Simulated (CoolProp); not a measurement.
Vapour-liquid equilibrium of n-perfluoropentane (1) + n-pentane (2) at 0.336 MPa; x and y are mole fractions of (1).

Computed with CoolProp (multi-fluid Helmholtz-energy mixture model, Gao 2022 and Thol 2019; pair parameters Bell 2016).

```csv
x,"bubble temperature, mixture model (°C)","bubble temperature, Raoult's law (°C)","y, mixture model","y, Raoult's law"
0.05,67.3,75.9,0.232,0.064
0.125,60.7,75.0,0.387,0.156
0.2,58.0,74.2,0.450,0.244
0.275,57.0,73.5,0.479,0.329
0.35,56.5,72.7,0.496,0.410
0.425,56.3,72.0,0.509,0.488
0.5,56.1,71.3,0.523,0.563
0.575,56.2,70.6,0.542,0.636
0.65,56.4,69.9,0.570,0.706
0.725,57.1,69.2,0.611,0.773
0.8,58.4,68.6,0.671,0.838
0.875,60.6,67.9,0.760,0.900
0.95,64.0,67.3,0.887,0.961
```

The largest gap from Raoult's law is -16.5 K in bubble temperature, at x = 0.275. y crosses x between x = 0.5 and 0.575: the model has an azeotrope there.

The pair parameters rest on a limited set of measurements; away from them the model extrapolates. With so large a gap from Raoult's law the liquid may split in two, which this calculation doesn't test in full.
